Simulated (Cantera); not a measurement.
An isothermal, constant-pressure homogeneous reactor starts with H2 : O2 = 0.05 : 1 (molar parts), equivalence ratio 0.025, at 1348 K and 0.00390 bar.

Cantera simulation using the H2/O2 subset of GRI-Mech 3.0, which has no nitrogen chemistry; the numbers are that mechanism's predictions, not measurements. Radical loss at walls, strong at low pressure, is not modelled. The temperature is held fixed by assumption; the heat of reaction is taken as removed at once.

x: mole fraction; the columns are a selection and need not sum to one.

| t (s) | x H2 | x O2 | x H2O | x H | x OH | x HO2 | x O |
|---|---|---|---|---|---|---|---|
| 0.000400 | 0.0476 | 0.952 | 4.45e-8 | 3.61e-8 | 5.64e-8 | (withheld) | 6.72e-8 |
| 0.000815 | 0.0476 | 0.952 | 3.50e-7 | 1.40e-7 | 2.63e-7 | (withheld) | 3.30e-7 |
| 0.00166 | 0.0476 | 0.952 | 6.10e-6 | 1.79e-6 | 3.57e-6 | (withheld) | 4.55e-6 |
| 0.00338 | 0.0462 | 0.951 | 0.00103 | 0.000289 | 0.000568 | (withheld) | 0.000737 |
| 0.00688 | 0.00154 | 0.913 | 0.0397 | 0.00671 | 0.00608 | (withheld) | 0.0328 |
| 0.0140 | 0.000775 | 0.912 | 0.0415 | 0.00578 | 0.00501 | 6.21e-7 | 0.0350 |
| 0.0285 | 0.000762 | 0.913 | 0.0416 | 0.00563 | 0.00497 | 6.18e-7 | 0.0344 |
| 0.0581 | 0.000738 | 0.914 | 0.0418 | 0.00534 | 0.00489 | 6.13e-7 | 0.0332 |
| 0.118 | 0.000693 | 0.917 | 0.0423 | 0.00481 | 0.00475 | 6.02e-7 | 0.0309 |
| 0.241 | 0.000609 | 0.921 | 0.0431 | 0.00390 | 0.00446 | 5.78e-7 | 0.0268 |
| 0.491 | 0.000474 | 0.928 | 0.0444 | 0.00262 | 0.00395 | (withheld) | 0.0204 |
| 1.00 | 0.000300 | 0.937 | 0.0459 | 0.00128 | 0.00316 | (withheld) | 0.0126 |

Question: Some entries are withheld; supply them.

Answer: 
- 0.000400, x HO2: 5.87e-8
- 0.000815, x HO2: 1.19e-7
- 0.00166, x HO2: 2.44e-7
- 0.00338, x HO2: 5.06e-7
- 0.00688, x HO2: 6.77e-7
- 0.491, x HO2: 5.31e-7
- 1.00, x HO2: 4.43e-7
